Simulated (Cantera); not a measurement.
A closed system holds: 1 mol TiO2, 20 mol CO, 0.78 mol C, at 1473 K and 6.30 bar.

Equilibrium computed with Cantera from the NASA thermochemical tables; the gas is ideal and each condensed phase is pure. Candidate condensed phases: C, Ti, TiC, TiO, TiO2, Ti2O3, Ti3O5, Ti4O7; 15 gas species. Rates play no part.

Base state: CO 0.995, CO2 0.00528 (mole fractions); condensed: C(graphite) + TiO2(rutile).

Problem. What changes in the equilibrium state with this change: pressure from 6.30 bar to 0.133 bar?

Solution. 
```json
[
 {"species": "CO", "before": "0.995", "after": "1.000"},
 {"species": "CO2", "before": "0.00528", "after": "0.000134"},
 {"species": "C(graphite), mol", "before": "0.885", "after": "0"},
 {"species": "TiO2(rutile), mol", "before": "1.00", "after": "0"},
 {"species": "TiC(s), mol", "before": "0", "after": "0.169"},
 {"species": "Ti3O5(s), mol", "before": "0", "after": "0.277"}
]
```
Mutual solubility and eutectic melting of coexisting phases are not modelled. TiC: taken at fixed stoichiometry.

Problem. What changes in the equilibrium state with this change: temperature from 1473 K to 900 K?

Solution. 
| species | before | after |
|---|---|---|
| CO2 | 0.00528 | 0.845 |
| CO | 0.995 | 0.155 |
| C(graphite), mol | 0.885 | 9.94 |
| TiO2(rutile), mol | 1.00 | 1.00 |

Problem. What changes in the equilibrium state with this change: pressure from 6.30 bar to 0.000210 bar?

Solution. 
| species | before | after |
|---|---|---|
| CO | 0.995 | 1.000 |
| CO2 | 0.00528 | 1.02e-5 |
| C(graphite), mol | 0.885 | 0 |
| TiO2(rutile), mol | 1.00 | 0 |
| TiC(s), mol | 0 | 0.112 |
| Ti2O3(s), mol | 0 | 0.444 |
Mutual solubility and eutectic melting of coexisting phases are not modelled. TiC: taken at fixed stoichiometry.
